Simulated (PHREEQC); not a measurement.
1 kg of water holding 0.032 mol/kgw Na2SO4, 0.42 mol/kgw Na2CO3 and 0.03 mol/kgw KCl is evaporated at 25 °C; the solids stay in contact with the brine. CO2 is held at log p = -3.4 (atm). Only these solids could form: Arcanite, Burkeite, Glaserite, Halite, Kalicinite, Mirabilite, Misenite, Nahcolite, Natron, Sylvite, Thenardite, Trona.

Equilibrium calculation in PHREEQC: Pitzer model, pitzer.dat.

Problem. Predict ionic strength, Trona (mol) at water left (kg) = 0.3743, 0.05565.

Solution. 
```csv
water left (kg),ionic strength,Trona (mol)
0.3743,3.59,0
0.05565,9.61,0.186
```

Complexes and solids missing from the database can't appear.
